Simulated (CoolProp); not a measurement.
R236EA along the isotherm 412 K: density (kg/m³) from the reference equation and from simpler models built on Tc = 412.4 K, pc = 3.414 MPa, ω = 0.368; each cubic takes its own stable root.

Model: reference Helmholtz-energy equation of state, Rui 2013, in CoolProp.

```tsv
p (MPa)	phase	reference	van der Waals	Redlich-Kwong	Soave-Redlich-Kwong	Peng-Robinson
0.366	gas	16.89	16.80	16.88	16.88	16.95
0.732	gas	35.24	34.84	35.20	35.20	35.51
1.1	gas	55.53	54.55	55.43	55.43	56.19
1.46	gas	77.69	75.76	77.45	77.47	78.93
1.83	gas	103.7	100.2	103.2	103.2	105.8
2.19	gas	133.5	127.6	132.5	132.5	136.6
2.56	gas	171.6	161.6	169.5	169.6	176.2
2.93	gas	224.8	206.7	219.7	220.0	230.7
3.29	gas	327.6	284.3	310.0	311.2	331.4
3.66	liquid	826.4	545.3	641.8	644.0	709.8
4.02	liquid	875.3	587.9	699.7	701.2	775.2
4.39	liquid	906.4	615.5	738.1	739.3	818.8
4.75	liquid	929.0	635.7	766.7	767.7	851.2
5.12	liquid	947.8	652.6	790.9	791.8	878.6
```
